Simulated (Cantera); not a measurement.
A closed system holds: 1 mol MgO, 1.3 mol Cl2, 0.031 mol O2, at 0.710 bar.

Equilibrium computed with Cantera from the NASA thermochemical tables; the gas is ideal and each condensed phase is pure. Candidate condensed phases: Mg, MgCl2, MgO; 11 gas species. Mutual solubility and eutectic melting of coexisting phases are not modelled. Rates play no part.

### Question
Which condensed phases are stable at each of these points (T (°C)): 675, 725, 775, 825, 875, 925, 975, 1025, 1075, 1125?

### Answer
| T (°C) | condensed phases | Mg condensed (%) |
|---|---|---|
| 675 | MgCl2(s) + MgO(s) | 100.0 |
| 725 | MgCl2(l) + MgO(s) | 100.0 |
| 775 | MgCl2(l) + MgO(s) | 99.9 |
| 825 | MgCl2(l) + MgO(s) | 99.7 |
| 875 | MgCl2(l) + MgO(s) | 99.3 |
| 925 | MgCl2(l) + MgO(s) | 98.5 |
| 975 | MgCl2(l) + MgO(s) | 96.9 |
| 1025 | MgCl2(l) + MgO(s) | 93.7 |
| 1075 | MgCl2(l) + MgO(s) | 87.6 |
| 1125 | MgO(s) | 77.5 |

At 675 °C the condensed part is MgCl2(s) + MgO(s). From 725 °C to 1075 °C the condensed part is MgCl2(l) + MgO(s). At 1125 °C the condensed part is MgO(s).
